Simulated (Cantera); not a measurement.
Feed: 1 mol Si, 2 mol HCl, 2.5 mol H₂, held at 727 °C and 4.40 bar.

These are equilibrium values from Cantera (NASA tables, ideal gas, pure condensed phases), not measurements of a reactor. The tables' values for SiCl₃ are old estimates; treat these amounts as uncertain. Equilibrium is a limit: real reactors are often held back by kinetics, nucleation or transport.

```
species       before    after
----------  --------  -------
H₂             0.849    0.453
HCl          0.00716    0.365
SiCl₄         0.0750    0.180
SiHCl₃        0.0626  0.00158
SiH₃Cl      0.000130    <1e-9
SiH₂Cl₂      0.00564  1.48e-6
SiCl₂       0.000103  5.06e-8
SiCl₃       0.000564  1.94e-5
Si(s), mol     0.433        0
```
Gas species are given as mole fractions.

Problem. Which change was made?
A) Si replaced by SiCl₄
B) temperature from 727 °C to 1152 °C
C) HCl from 2 to 0.94 mol
D) temperature from 727 °C to 1027 °C

Solution. A, Si replaced by SiCl₄
